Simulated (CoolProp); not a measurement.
Vapour-liquid equilibrium of benzene (1) + n-nonane (2) at 0.0929 MPa; x and y are mole fractions of (1).

Computed with CoolProp (multi-fluid Helmholtz-energy mixture model, Thol 2012 and Lemmon 2006; pair parameters Bell 2016).

| x | bubble temperature (°C) | y at the bubble point | dew temperature at overall composition x (°C) | liquid density (mol/L) |
|---|---|---|---|---|
| 0.05 | 135.4 | 0.311 | 145.8 | 4.981 |
| 0.2 | (withheld) | 0.705 | 140.1 | 5.576 |
| 0.35 | 100.3 | (withheld) | 133.6 | 6.187 |
| 0.5 | 92.8 | 0.894 | 126.0 | 6.877 |
| 0.65 | 87.4 | (withheld) | 116.5 | 7.695 |
| 0.8 | 82.8 | 0.963 | (withheld) | 8.696 |
| 0.95 | 78.6 | 0.991 | 84.8 | 9.958 |

### Question
Some entries are withheld; supply them.

### Answer

- 0.2, bubble temperature (°C): 112.3
- 0.35, y at the bubble point: 0.833
- 0.65, y at the bubble point: 0.933
- 0.8, dew temperature at overall composition x (°C): 103.7

No azeotrope shows between x = 0.05 and 0.95.

Pair parameters are fitted to limited data, so mixtures are less certain than the pure fluids.
